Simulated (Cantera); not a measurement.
An adiabatic, constant-volume homogeneous reactor starts with CH₄ : C₂H₆ : C₃H₈ : O₂ : N₂ : CO₂ = 1 : 0.21 : 0.077 : 3.18 : 12 : 0.97 (molar parts), at 1775 K and 5.00 bar. Integrator tolerance rtol = 1e-08.

Computed with Cantera and GRI-Mech 3.0 (53 species, 325 reactions). Above 3000 K some thermodynamic fits are extrapolated.

What does this change do: pressure from 5.00 bar to 0.270 bar?


```csv
quantity,before,after
time of steepest temperature rise,7.20 µs,71.7 µs
temperature at 0.200 s,3021 K,2757 K
equilibrium temperature,3021 K,2757 K
x(CH₄) at 0.200 s,<1e-12 (gas-phase equilibrium <1e-12),<1e-12 (gas-phase equilibrium <1e-12)
x(C₂H₆) at 0.200 s,<1e-12 (gas-phase equilibrium <1e-12),<1e-12 (gas-phase equilibrium <1e-12)
x(C₃H₈) at 0.200 s,<1e-12 (gas-phase equilibrium <1e-12),<1e-12 (gas-phase equilibrium <1e-12)
x(H) at 0.200 s,0.00649 (gas-phase equilibrium 0.00649),0.0141 (gas-phase equilibrium 0.0141)
x(C₂H) at 0.200 s,<1e-12 (gas-phase equilibrium <1e-12),<1e-12 (gas-phase equilibrium <1e-12)
```

What does this change do: pressure from 5.00 bar to 10.0 bar?


| quantity | before | after |
|---|---|---|
| time of steepest temperature rise | 7.20 µs | 4.44 µs |
| temperature at 0.200 s | 3021 K | 3083 K |
| equilibrium temperature | 3021 K | 3083 K |
| x(CH₄) at 0.200 s | <1e-12 (gas-phase equilibrium <1e-12) | <1e-12 (gas-phase equilibrium <1e-12) |
| x(C₂H₆) at 0.200 s | <1e-12 (gas-phase equilibrium <1e-12) | <1e-12 (gas-phase equilibrium <1e-12) |
| x(C₃H₈) at 0.200 s | <1e-12 (gas-phase equilibrium <1e-12) | <1e-12 (gas-phase equilibrium <1e-12) |
| x(H) at 0.200 s | 0.00649 (gas-phase equilibrium 0.00649) | 0.00521 (gas-phase equilibrium 0.00521) |
| x(C₂H) at 0.200 s | <1e-12 (gas-phase equilibrium <1e-12) | <1e-12 (gas-phase equilibrium <1e-12) |
